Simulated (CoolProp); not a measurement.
Saturated liquid density (kg/m³) of n-pentane: the reference equation beside estimates from Tc = 196.5 °C, pc = 3368 kPa, ω = 0.251.

The numbers come from the reference Helmholtz-energy equation of state, Thol 2019 in CoolProp.

| T (°C) | reference | Redlich-Kwong | Soave-Redlich-Kwong | Peng-Robinson |
|---|---|---|---|---|
| 54.95 | 590.1 | 515.6 | 536.1 | 607.0 |
| 57.65 | 587.2 | 512.5 | 533.1 | 603.7 |
| 60.35 | 584.2 | 509.3 | 530.0 | 600.3 |
| 63.05 | 581.2 | 506.0 | 526.9 | 596.9 |
| 65.75 | 578.2 | 502.7 | 523.8 | 593.4 |
| 68.45 | 575.2 | 499.4 | 520.6 | 589.9 |
| 71.05 | 572.2 | 496.1 | 517.4 | 586.5 |
| 73.75 | 569.1 | 492.7 | 514.1 | 582.8 |
| 76.45 | 566.0 | 489.3 | 510.8 | 579.1 |
| 79.15 | 562.8 | 485.8 | 507.4 | 575.3 |
| 81.85 | 559.6 | 482.2 | 503.9 | 571.4 |
| 84.55 | 556.4 | 478.6 | 500.4 | 567.5 |
| 87.25 | 553.1 | 474.9 | 496.8 | 563.5 |
| 89.85 | 549.9 | 471.4 | 493.3 | 559.6 |

Absolute difference from the reference over all 14 rows, mean and median: Redlich-Kwong 13.4 and 13.4 %, Soave-Redlich-Kwong 9.7 and 9.6 %, Peng-Robinson 2.4 and 2.5 %.
